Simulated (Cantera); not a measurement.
What does this Cantera script print?

```python
import numpy as np
import cantera as ct

gas_names = """
    C CH CH2 CH3 CH4 CN C2 C2H C2H2,acetylene C2H2,vinylidene C2H3,vinyl CH3CN C2H4 C2H5 C2H6 CCN CNC
    C2N2 C3 C3H3,propargyl C3H4,allene C3H4,propyne C3H4,cyclo- C3H5,allyl C3H6,propylene C3H6,cyclo-
    C3H7,n-propyl C3H7,i-propyl C3H8 C4 C4H2 C4H4,1,3-cyclo- C4H6,butadiene C4H6,2-butyne C4H6,cyclo-
    C4H8,1-butene C4H8,cis2-buten C4H8,tr2-butene C4H8,isobutene C4H8,cyclo- C4H9,n-butyl C4H9,i-butyl
    C4H9,s-butyl C4H9,t-butyl C4H10,isobutane C4H10,n-butane C4N2 C5 C5H6,1,3cyclo- C5H8,cyclo-
    C5H10,1-pentene C5H10,cyclo- C5H11,pentyl C5H11,t-pentyl C5H12,n-pentane C5H12,i-pentane
    CH3C(CH3)2CH3 C6H2 C6H5,phenyl C6H6 C6H10,cyclo- C6H12,1-hexene C6H12,cyclo- C6H13,n-hexyl
    C7H7,benzyl C7H8 C7H14,1-heptene C7H15,n-heptyl C7H16,n-heptane C8H8,styrene C8H10,ethylbenz
    C8H16,1-octene C8H17,n-octyl C8H18,isooctane C8H18,n-octane C9H19,n-nonyl C10H8,naphthale
    C10H21,n-decyl C12H9,o-bipheny C12H10,bipheny H HCN HCCN HNC H2 N NH NH2 NH3 N2 N2H2 N2H4
""".split()
cond_names = """
    C(gr) C6H6(L) C7H8(L) C8H18(L),n-octa
""".split()


def load(file, names, dense=False):
    # The tables refer to 1 bar. Condensed volumes are neglected.
    table = {s.name: s for s in ct.Species.list_from_file(file)}
    out = []
    for n in names:
        d = dict(table[n].input_data)
        d["thermo"] = dict(d["thermo"], **{"reference-pressure": 1e5})
        if dense:
            d["equation-of-state"] = {"model": "constant-volume", "density": "1e6 g/cm^3"}
        out.append(ct.Species.from_dict(d))
    return out


gas = ct.Solution(thermo="ideal-gas", species=load("nasa_gas.yaml", gas_names))
cond = {s.name: ct.Solution(thermo="fixed-stoichiometry", species=[s], name=s.name)
        for s in load("nasa_condensed.yaml", cond_names, dense=True)}
atoms = {
    'C2H6': {'C': 2, 'H': 6},
    'NH3': {'N': 1, 'H': 3},
}
top_T = {'C(gr)': 4500}  # K; cautious upper limits of use, not melting points


def equilibrate(T, P, feed):
    n = {}
    for name, mol in feed.items():
        for a, k in atoms[name].items():
            n[a] = n.get(a, 0.0) + k * mol
    gas.TPX = T, P, n
    mass = sum(n.values()) * gas.mean_molecular_weight
    gas.equilibrate("TP")
    valid = [c for c in cond.values() if c.min_temp <= T <= top_T.get(c.name, c.max_temp)]
    mix = ct.Mixture([(gas, mass / gas.mean_molecular_weight)] + [(c, 0.0) for c in valid])
    mix.T, mix.P = T, P
    mix.equilibrate("TP", solver="vcs", rtol=1e-11, max_steps=5000)
    return mix


results = []
feed = {'C2H6': 1, 'NH3': 0.032}  # mol
P = 220000  # Pa
for T in [1825, 1925, 2025, 2125, 2225, 2325, 2425, 2525, 2625, 2725]:
    mix = equilibrate(T, P, feed)
    results.append((T, P, feed, dict(zip(mix.species_names, mix.species_moles))))

top = {s: max(r[3][s] / sum(r[3][g] for g in gas_names) for r in results) for s in gas_names}
cols = sorted((s for s in top if top[s] > 1e-06), key=lambda s: -top[s])[:9]
seen = [c for c in cond_names if any(r[3].get(c, 0) > 1e-12 for r in results)]
print("log10 of partial pressures in bar; condensed amounts in mol")
print(f"{'T/K':>10s}" + "".join(f"{s[:9]:>10s}" for s in cols + seen))
for T, P, feed, n in results:
    ng = sum(n[g] for g in gas_names)
    print(f"{T:10.4g}" + "".join(f"{np.log10(max(n[s] / ng * P / 1e5, 1e-99)):10.3f}" for s in cols)
          + "".join(f"{n.get(c, 0):10.4g}" for c in seen))
```

Output:

```
log10 of partial pressures in bar; condensed amounts in mol
       T/K        H2         H C2H2,acet       HCN        N2       CH4       HNC      C4H2       CH3     C(gr)
      1825     0.339    -3.187    -3.329    -2.971    -1.961    -2.471    -4.367    -7.399    -4.692     1.992
      1925     0.339    -2.850    -3.000    -2.782    -1.974    -2.604    -4.089    -6.738    -4.492     1.991
      2025     0.339    -2.546    -2.705    -2.615    -1.991    -2.724    -3.841    -6.143    -4.314     1.988
      2125     0.338    -2.271    -2.438    -2.469    -2.015    -2.832    -3.622    -5.606    -4.153     1.983
      2225     0.336    -2.020    -2.196    -2.341    -2.046    -2.931    -3.427    -5.119    -4.007     1.973
      2325     0.334    -1.792    -1.977    -2.230    -2.085    -3.022    -3.256    -4.675    -3.876      1.96
      2425     0.331    -1.582    -1.777    -2.135    -2.133    -3.108    -3.105    -4.270    -3.758      1.94
      2525     0.326    -1.390    -1.595    -2.055    -2.191    -3.190    -2.975    -3.899    -3.653     1.912
      2625     0.319    -1.213    -1.429    -1.990    -2.258    -3.269    -2.862    -3.560    -3.559     1.875
      2725     0.309    -1.050    -1.279    -1.939    -2.335    -3.348    -2.767    -3.249    -3.477     1.826
```

Method: chemical equilibrium by Gibbs-energy minimisation in Cantera with the NASA 1993 tables (ideal gas, pure condensed phases).
